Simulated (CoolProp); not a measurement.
A simple Rankine cycle with n-hexane: condensing at 308.15 K, boiler at 0.181 MPa, turbine inlet 511.6 K, turbine efficiency 0.65, pump efficiency 0.6, no recuperator. Each further row changes one setting.

Values from CoolProp's reference Helmholtz-energy equation of state, Thol 2019.

```csv
case,thermal efficiency (%),net work (kJ/kg),heat in (kJ/kg),turbine exit temperature (K),volume ratio over the turbine
as stated,[?],[?],797,[?],5.75
turbine inlet 531.6 K,[?],56.4,[?],508.9,5.74
condensing temperature 300.15 K,7.8,63.9,815,485.0,7.95
boiler pressure 0.127 MPa,5.5,43.8,798,493.6,4.05
turbine efficiency 0.55,[?],45.7,797,492.4,5.79
```

### Question
Complete the blanks.

### Answer

- as stated, thermal efficiency (%): 6.8
- as stated, net work (kJ/kg): 54.1
- as stated, turbine exit temperature (K): 489.0
- turbine inlet 531.6 K, thermal efficiency (%): 6.6
- turbine inlet 531.6 K, heat in (kJ/kg): 850
- turbine efficiency 0.55, thermal efficiency (%): 5.7
